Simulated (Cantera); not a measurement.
What does this Cantera script print?

```python
import numpy as np
import cantera as ct

gas_names = """
    CL CL2 N N2 Si SiCL SiCL2 SiCL3 SiCL4 SiN Si2 Si2N Si3
""".split()
cond_names = """
    Si(cr) Si(L) Si3N4(a)
""".split()


# ... load() reads the species with a 1 bar reference pressure and builds the phases ...
atoms = {
    'Si2Cl6': {'Si': 2, 'CL': 6},
    'N2': {'N': 2},
}
top_T = {'Si3N4(a)': 2400}  # K; cautious upper limits of use, not melting points


# ... equilibrate(T, P, feed) seeds the gas with the atoms and calls Mixture.equilibrate('TP', solver="vcs", rtol=1e-11, max_steps=5000) ...
results = []
T = 1050  # K
P = 5.9  # Pa
for m in [1.1, 1.6, 2.2, 3.2, 4.5, 6.3, 9, 13, 18, 26, 36, 51, 73]:
    feed = {'Si2Cl6': 1, 'N2': m}  # mol
    mix = equilibrate(T, P, feed)
    results.append((T, P, feed, dict(zip(mix.species_names, mix.species_moles))))

top = {s: max(r[3][s] / sum(r[3][g] for g in gas_names) for r in results) for s in gas_names}
cols = sorted((s for s in top if top[s] > 1e-05), key=lambda s: -top[s])[:9]
seen = [c for c in cond_names if any(r[3].get(c, 0) > 1e-12 for r in results)]
print("log10 of partial pressures in bar; condensed amounts in mol")
print(f"{'n(N2)':>10s}" + "".join(f"{s[:9]:>10s}" for s in cols + seen))
for T, P, feed, n in results:
    ng = sum(n[g] for g in gas_names)
    print(f"{feed['N2']:10.4g}" + "".join(f"{np.log10(max(n[s] / ng * P / 1e5, 1e-99)):10.3f}" for s in cols)
          + "".join(f"{n.get(c, 0):10.4g}" for c in seen))
```

It prints:

```
log10 of partial pressures in bar; condensed amounts in mol
     n(N2)        N2     SiCL4     SiCL3     SiCL2  Si3N4(a)
       1.1    -4.699    -4.419    -6.160    -6.642     0.163
       1.6    -4.569    -4.505    -6.246    -6.729     0.163
       2.2    -4.486    -4.590    -6.323    -6.799    0.1629
       3.2    -4.413    -4.703    -6.420    -6.880    0.1627
       4.5    -4.363    -4.816    -6.513    -6.953    0.1624
       6.3    -4.327    -4.936    -6.610    -7.025    0.1621
         9    -4.299    -5.071    -6.715    -7.101    0.1616
        13    -4.278    -5.215    -6.827    -7.181     0.161
        18    -4.265    -5.347    -6.928    -7.251    0.1604
        26    -4.254    -5.500    -7.045    -7.331    0.1596
        36    -4.247    -5.637    -7.149    -7.402    0.1588
        51    -4.242    -5.786    -7.261    -7.478    0.1577
        73    -4.238    -5.940    -7.378    -7.557    0.1565
```

These are equilibrium values from Cantera (NASA tables, ideal gas, pure condensed phases), not measurements of a reactor. The feed counts by its element totals alone. N2 is the only nitrogen source here; it is nearly inert below about 1500 K, so the nitride shown seldom forms there in practice. The tables' values for SiCl3 are old estimates; treat these amounts as uncertain.
